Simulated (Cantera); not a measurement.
## Titanium nitride, carbide and oxide coatings: Ti(OiPr)4 + H2O + CH4

Feed: 1 mol Ti(OiPr)4, 1.2 mol H2O, 0.21 mol CH4, at 1.00 bar.

Equilibrium computed with Cantera from the NASA thermochemical tables; the gas is ideal and each condensed phase is pure. Candidate condensed phases: C, C6H6, C7H8, C8H18, H2O, Ti, TiC, TiO, TiO2, Ti2O3, Ti3O5, Ti4O7; 113 gas species. The feed counts by its element totals alone. TiC: taken at fixed stoichiometry. Condensed phases not in the tables: Magnéli phases beyond Ti4O7. Gases not in the tables: TiO(OH)2. The numbers say what is thermodynamically allowed, not how fast it happens.

| T (K) | x H2 | x CO | x CH4 | x H2O | n C(graphite) | n TiO2(rutile) | n Ti4O7(s) | n Ti3O5(s) | n TiC(s) |
|---|---|---|---|---|---|---|---|---|---|
| 1025 | 0.779 | 0.141 | 0.0446 | 0.0291 | 8.86 | 1.00 | 0 | 0 | 0 |
| 1175 | 0.815 | 0.167 | 0.0127 | 0.00471 | 8.88 | 1.00 | 0 | 0 | 0 |
| 1325 | 0.814 | 0.181 | 0.00445 | 0.00106 | 8.70 | 0 | 0.250 | 0 | 0 |
| 1475 | 0.813 | 0.185 | 0.00192 | 0.000310 | 8.65 | 0 | 0 | 0.333 | 0 |
| 1625 | 0.749 | 0.250 | 0.000825 | 0.000140 | 5.99 | 0 | 0 | 0 | 1.00 |
| 1775 | 0.749 | 0.250 | 0.000470 | 6.05e-5 | 6.00 | 0 | 0 | 0 | 1.00 |
| 1925 | 0.749 | 0.250 | 0.000293 | 2.99e-5 | 5.99 | 0 | 0 | 0 | 1.00 |
x: gas mole fraction; n: condensed amount in mol.

From 1025 K to 1175 K the condensed part is C(graphite) + TiO2(rutile). At 1325 K the condensed part is C(graphite) + Ti4O7(s). At 1475 K the condensed part is C(graphite) + Ti3O5(s). From 1625 K to 1925 K the condensed part is C(graphite) + TiC(s).
